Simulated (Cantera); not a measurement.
## Adiabatic ignition

An adiabatic, constant-volume homogeneous reactor starts with 4.59 % CH₄, 0.349 % C₂H₆, 8.27 % O₂, 86.8 % N₂, equivalence ratio 1.3, at 1750 K and 9.87 atm.

Computed with Cantera and GRI-Mech 3.0 (53 species, 325 reactions).

```json
[
 {"t (s)": "4.00e-6", "T (K)": "1747", "P (bar)": "9.99", "x CH₄": "0.0450", "x C₂H₆": "0.00287", "x O₂": "0.0821", "x NO": "6.97e-11", "x H₂O₂": "4.59e-7"},
 {"t (s)": "1.37e-5", "T (K)": "1786", "P (bar)": "10.3", "x CH₄": "0.0378", "x C₂H₆": "0.00189", "x O₂": "0.0766", "x NO": "2.07e-9", "x H₂O₂": "2.39e-6"},
 {"t (s)": "4.68e-5", "T (K)": "2694", "P (bar)": "15.8", "x CH₄": "<1e-12", "x C₂H₆": "<1e-12", "x O₂": "0.000672", "x NO": "0.000256", "x H₂O₂": "1.00e-7"},
 {"t (s)": "0.000160", "T (K)": "2706", "P (bar)": "15.9", "x CH₄": "<1e-12", "x C₂H₆": "<1e-12", "x O₂": "0.000421", "x NO": "0.000531", "x H₂O₂": "7.13e-8"},
 {"t (s)": "0.000548", "T (K)": "2701", "P (bar)": "15.8", "x CH₄": "<1e-12", "x C₂H₆": "<1e-12", "x O₂": "0.000392", "x NO": "0.00108", "x H₂O₂": "6.81e-8"},
 {"t (s)": "0.00187", "T (K)": "2698", "P (bar)": "15.8", "x CH₄": "<1e-12", "x C₂H₆": "<1e-12", "x O₂": "0.000376", "x NO": "0.00139", "x H₂O₂": "6.63e-8"},
 {"t (s)": "0.00641", "T (K)": "2698", "P (bar)": "15.8", "x CH₄": "<1e-12", "x C₂H₆": "<1e-12", "x O₂": "0.000376", "x NO": "0.00140", "x H₂O₂": "6.63e-8"},
 {"t (s)": "0.0219", "T (K)": "2698", "P (bar)": "15.8", "x CH₄": "<1e-12", "x C₂H₆": "<1e-12", "x O₂": "0.000376", "x NO": "0.00140", "x H₂O₂": "6.63e-8"},
 {"t (s)": "0.0750", "T (K)": "2698", "P (bar)": "15.8", "x CH₄": "<1e-12", "x C₂H₆": "<1e-12", "x O₂": "0.000376", "x NO": "0.00140", "x H₂O₂": "6.63e-8"},
 {"t (s)": "0.256", "T (K)": "2698", "P (bar)": "15.8", "x CH₄": "<1e-12", "x C₂H₆": "<1e-12", "x O₂": "0.000376", "x NO": "0.00140", "x H₂O₂": "6.63e-8"},
 {"t (s)": "0.877", "T (K)": "2698", "P (bar)": "15.8", "x CH₄": "<1e-12", "x C₂H₆": "<1e-12", "x O₂": "0.000376", "x NO": "0.00140", "x H₂O₂": "6.63e-8"},
 {"t (s)": "3.00", "T (K)": "2698", "P (bar)": "15.8", "x CH₄": "<1e-12", "x C₂H₆": "<1e-12", "x O₂": "0.000376", "x NO": "0.00140", "x H₂O₂": "6.63e-8"}
]
```
x: mole fraction; the columns are a selection and need not sum to one.

```
Item                                                                   Value
---------------------------------  -----------------------------------------
time of steepest temperature rise                                    24.0 µs
temperature at 3.00 s                                                 2698 K
equilibrium temperature                                               2698 K
x(CH₄) at 3.00 s                       <1e-12 (gas-phase equilibrium <1e-12)
x(C₂H₆) at 3.00 s                      <1e-12 (gas-phase equilibrium <1e-12)
x(O₂) at 3.00 s                    0.000376 (gas-phase equilibrium 0.000376)
```
